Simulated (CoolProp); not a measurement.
Vapour pressure (bar) of R1233zd(E): the reference equation beside estimates from Tc = 438.9 K, pc = 35.83 bar, ω = 0.304. Clausius-Clapeyron is anchored at 324.4 K with a constant enthalpy of vaporisation of 23.07 kJ/mol.

Computed with CoolProp (reference Helmholtz-energy equation of state, Akasaka 2022).

```tsv
T (K)	reference	Lee-Kesler	Clausius-Clapeyron	van der Waals	Redlich-Kwong	Peng-Robinson
273.3	0.4883	0.4783	0.6159	3.845	1.073	0.4889
283.5	0.7488	0.7387	0.8876	4.706	1.530	0.7476
293.7	1.109	1.101	1.247	5.687	2.119	1.105
304	1.598	1.595	1.717	6.807	2.866	1.592
314.2	2.234	2.238	2.310	8.048	3.778	2.225
324.4	3.049	3.063	3.049	9.429	4.881	3.038
334.7	4.086	4.111	3.968	10.97	6.208	4.073
344.9	5.356	5.393	5.070	12.64	7.754	5.345
355.1	6.905	6.952	6.389	14.47	9.548	6.899
365.4	8.788	8.841	7.964	16.48	11.63	8.793
375.6	11.01	11.06	9.788	18.63	13.97	11.03
385.8	13.63	13.68	11.90	20.95	16.62	13.67
396.1	16.72	16.76	14.35	23.46	19.61	16.80
```

Absolute difference from the reference over all 13 rows, mean and median: Lee-Kesler 0.7 and 0.6 %, Clausius-Clapeyron 10.1 and 9.4 %, van der Waals 237.6 and 168.5 %, Redlich-Kwong 58.2 and 51.9 %, Peng-Robinson 0.3 and 0.3 %.
